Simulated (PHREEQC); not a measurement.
Consider water at 20 °C with 0.0035 mol/kgw CdCl2. Closed to the air; pH follows from the charge balance.

Model: ion-association model, wateq4f.dat, run in PHREEQC.

| Item | Value |
|---|---|
| pH | 6.20 |
| ionic strength | 0.00851 mol/kgw |

```tsv
species	molality	activity	log γ
Cl-	0.00600	0.00544	-0.042
Cd+2	0.00251	0.00172	-0.166
CdCl+	0.000965	0.000877	-0.041
CdCl2	1.95e-5	1.95e-5	0.001
H+	6.93e-7	6.37e-7	-0.037
CdOHCl	5.09e-7	5.10e-7	0.001
CdOH+	1.69e-7	1.54e-7	-0.041
CdCl3-	6.83e-8	6.21e-8	-0.041
OH-	1.17e-8	1.06e-8	-0.042
Cd2OH+3	3.25e-9	1.38e-9	-0.373
```

This is a speciation only: nothing precipitates in the calculation.
